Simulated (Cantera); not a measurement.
Input: 1 mol Si, a varied amount of Cl2, 2.8 mol H2, equilibrated at 100 Torr.

Equilibrium computed with Cantera from the NASA thermochemical tables; the gas is ideal and each condensed phase is pure. Candidate condensed phases: Si; 19 gas species. The tables' values for SiCl3 are old estimates. The numbers say what is thermodynamically allowed, not how fast it happens.

Stable condensed phases, one row left out:

```
T in K \ n(Cl2) in mol
          0.5 0.58 0.67 0.78  0.9    1  1.2  1.4  1.6  1.9  2.2  2.5
   1648     A    A    A    A    A    A    A    A    B    B    B    B
   1573     A    A    A    A    A    A    A    A    B    B    B    B
   1498     A    A    A    A    A    A    A    A    B    B    B    B
   1423     A    A    A    A    A    A    A    A    A    B    B    B
   1348     A    A    A    A    A    A    A    A    A    B    B    B
   1273     A    A    A    A    A    A    A    A    A    B    B    B
   1198     A    A    A    A    A    A    A    A    A    A    B    B
   1123     A    A    A    A    A    A    A    A    A    A    B    B
   1048     A    A    A    A    A    A    A    A    A    A    B    B
    973     A    A    A    A    A    A    A    A    A    A    B    B
    898     A    A    A    A    A    A    A    A    A    A    B    B
    748     A    A    A    A    A    A    A    A    A    B    B    B
```

A: Si; B: gas only.

Task: Give the row for 823 K.

Result: 0.5: Si; 0.58: Si; 0.67: Si; 0.78: Si; 0.9: Si; 1: Si; 1.2: Si; 1.4: Si; 1.6: Si; 1.9: gas only; 2.2: gas only; 2.5: gas only.
